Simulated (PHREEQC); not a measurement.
# Buffer: speciation

Solution (20 °C): 0.0052 mol/kgw NH4Cl and 0.0013 mol/kgw K2HPO4. Closed to the air; pH follows from the charge balance.

Model: ion-association model, wateq4f.dat, run in PHREEQC.

Precipitation was switched off in this run.

**Question.** What pH does the model give?

**Answer.** pH 7.94.

**Question.** In which forms is P present?

**Answer.** HPO4-2 87 %, H2PO4- 12 % of the P.

Species that the database lacks are ignored. H3PO4, which wateq4f.dat lacks, is added to it with the constant of phreeqc.dat.
